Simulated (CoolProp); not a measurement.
Saturation properties of tetrahydrofuran (Tc = 267.0 °C, pc = 5.304 MPa, ω = 0.234).

Computed with CoolProp (reference Helmholtz-energy equation of state, Fiedler 2023).

```json
[
 {"T (°C)": "20.25", "p (MPa)": "0.01749", "enthalpy of vaporisation (kJ/kg)": "449.0", "vapour Z": "0.9927"},
 {"T (°C)": "30.95", "p (MPa)": "0.02792", "enthalpy of vaporisation (kJ/kg)": "441.5", "vapour Z": "0.9895"},
 {"T (°C)": "41.55", "p (MPa)": "0.04277", "enthalpy of vaporisation (kJ/kg)": "434.1", "vapour Z": "0.9854"},
 {"T (°C)": "52.25", "p (MPa)": "0.06363", "enthalpy of vaporisation (kJ/kg)": "426.4", "vapour Z": "0.9802"},
 {"T (°C)": "62.85", "p (MPa)": "0.09161", "enthalpy of vaporisation (kJ/kg)": "418.6", "vapour Z": "0.9739"},
 {"T (°C)": "73.55", "p (MPa)": "0.1289", "enthalpy of vaporisation (kJ/kg)": "410.6", "vapour Z": "0.9663"},
 {"T (°C)": "84.15", "p (MPa)": "0.1767", "enthalpy of vaporisation (kJ/kg)": "402.4", "vapour Z": "0.9574"},
 {"T (°C)": "94.85", "p (MPa)": "0.2378", "enthalpy of vaporisation (kJ/kg)": "393.9", "vapour Z": "0.9470"}
]
```

It boils at 65.9 °C under 1 atm.
